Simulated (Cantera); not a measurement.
Feed: 1 mol CO, 0.014 mol O2, equilibrated at 2450 K and 0.480 bar.

Equilibrium computed with Cantera from the NASA thermochemical tables; the gas is ideal and each condensed phase is pure. Candidate condensed phases: C; 12 gas species. Kinetics and transport are ignored.

Base state: CO 0.972, CO2 0.0280, O 1.90e-5 (mole fractions); condensed: gas only.

Task: What changes in the equilibrium state with this change: O2 from 0.014 to 1.8 mol?

Result: 
```tsv
species	before	after
O2	1.37e-6	0.560
CO2	0.0280	0.405
CO	0.972	0.0220
O	1.90e-5	0.0122
```

Task: What changes in the equilibrium state with this change: 0.00085 mol CH4 added?

Result: 
```tsv
species	before	after
CO	0.972	0.971
CO2	0.0280	0.0268
H2	0	0.00104
H	0	0.000934
H2O	0	0.000174
OH	0	3.06e-5
O	1.90e-5	1.83e-5
```
Further candidate phases: C6H6, C7H8, C8H18, H2O.

Task: What changes in the equilibrium state with this change: pressure from 0.480 bar to 11.0 Pa?

Result: 
```tsv
species	before	after
CO	0.972	0.973
O	1.90e-5	0.0200
CO2	0.0280	0.00675
O2	1.37e-6	0.000346
```
